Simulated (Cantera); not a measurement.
A closed system holds: 1 mol C2H6, 0.49 mol O2, held at 750 Torr.

Method: chemical equilibrium by Gibbs-energy minimisation in Cantera with the NASA 1993 tables (ideal gas, pure condensed phases). Candidate condensed phases: C, C6H6, C7H8, C8H18, H2O; 110 gas species. The numbers say what is thermodynamically allowed, not how fast it happens. All values below are at 2077 °C.

Base state: H2 0.740, CO 0.245, H 0.0107, C2H2 (acetylene) 0.00408, CH4 0.000107, CH3 2.87e-5 (mole fractions); condensed: C(graphite).

### Question
What changes in the equilibrium state with this change: 1.3 mol H2S added?

### Answer
```json
[
 {"species": "H2", "before": "0.740", "after": "0.668"},
 {"species": "CO", "before": "0.245", "after": "0.160"},
 {"species": "CS", "before": "0", "after": "0.0729"},
 {"species": "CS2", "before": "0", "after": "0.0420"},
 {"species": "H2S", "before": "0", "after": "0.0184"},
 {"species": "SH", "before": "0", "after": "0.0119"},
 {"species": "S2", "before": "0", "after": "0.0111"},
 {"species": "H", "before": "0.0107", "after": "0.0102"},
 {"species": "S", "before": "0", "after": "0.00236"},
 {"species": "COS", "before": "0", "after": "0.000170"},
 {"species": "CH4", "before": "0.000107", "after": "8.67e-5"},
 {"species": "C(graphite), mol", "before": "0.987", "after": "0.269"}
]
```
Further candidate phases: H2SO4, S.
